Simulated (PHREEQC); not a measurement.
Solution (38 °C): 0.0013 mol/kgw Cu(BF4)2 and 0.042 mol/kgw H2SO4. Closed to the air; pH follows from the charge balance.

Equilibrium calculation in PHREEQC: ion-association model, phreeqc.dat.

No solid was allowed to form.

Q: Order these B species by the share of B that they hold, largest first: BF3OH-, BF4-, BF2(OH)2-, H3BO3.

A: H3BO3 (60 %), BF4- (36 %), BF3OH- (2.7 %), BF2(OH)2- (0.93 %)

The pH is 1.36 and the ionic strength 0.0646 mol/kgw. Constants without temperature data keep their 25 °C values here. Real BF4- forms and hydrolyses slowly; the run takes it at equilibrium.
